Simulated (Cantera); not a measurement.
Input: 1 mol BCl₃, 0.8 mol O₂, 46 mol N₂, 0.065 mol H₂O, at 1125 K and 6900 Pa.

Cantera equilibrium calculation (NASA polynomials, part measured and part estimated; ideal gas, pure solids and liquids). Candidate condensed phases: B, BN, B₂O₃, B₃O₃H₃, H₂O, NH₄Cl; 49 gas species. Rates play no part.

Base state: N₂ 0.965, Cl₂ 0.0294, HCl 0.00273, O₂ 0.00172, Cl 0.00134, NO 1.06e-5 (mole fractions); condensed: B₂O₃(l).

What changes in the equilibrium state with this change: BCl₃ replaced by B₂O₃?


| species | before | after |
|---|---|---|
| N₂ | 0.965 | 0.982 |
| O₂ | 0.00172 | 0.0171 |
| H₂O | 4.22e-7 | 0.00137 |
| Cl₂ | 0.0294 | 0 |
| HBO₂ | 6.55e-7 | 3.73e-5 |
| HCl | 0.00273 | 0 |
| Cl | 0.00134 | 0 |
| B₂O₃(l), mol | 0.500 | 0.999 |

What changes in the equilibrium state with this change: BCl₃ replaced by BF₃?


```tsv
species	before	after
N₂	0.965	0.960
BF₃	0	0.0196
O₂	0.00172	0.0167
Cl₂	0.0294	0
HCl	0.00273	0
HF	0	0.00261
Cl	0.00134	0
BOF	0	0.000462
B₂O₃(l), mol	0.500	0
```

What changes in the equilibrium state with this change: temperature from 1125 K to 1098.15 K?


| species | before | after |
|---|---|---|
| N₂ | 0.965 | 0.965 |
| Cl₂ | 0.0294 | 0.0296 |
| HCl | 0.00273 | 0.00273 |
| Cl | 0.00134 | 0.000970 |
| NO | 1.06e-5 | 8.39e-6 |
| O₂ | 0.00172 | 0.00173 |
| B₂O₃(l), mol | 0.500 | 0.500 |
